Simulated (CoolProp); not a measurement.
A simple Rankine cycle with ethanol: condensing at 328.15 K, boiler at 0.913 MPa, turbine inlet 422.3 K, turbine efficiency 0.6, pump efficiency 0.8, no recuperator. Each further row changes one setting.

Values from CoolProp's reference Helmholtz-energy equation of state, Schroeder 2014.

```csv
case,thermal efficiency (%),net work (kJ/kg),heat in (kJ/kg),turbine exit temperature (K),volume ratio over the turbine
as stated,11.4,114,996,328.1,21.5
turbine inlet 442.3 K,11.5,121,1040,352.2,21.5
condensing temperature 320.15 K,12.3,126,1020,320.2,30.8
boiler pressure 0.639 MPa,10.4,105,1010,343.1,15.1
turbine efficiency 0.5,9.5,94.5,996,339.1,22.3
```

The expansion ends wet for: as stated; condensing temperature 320.15 K.
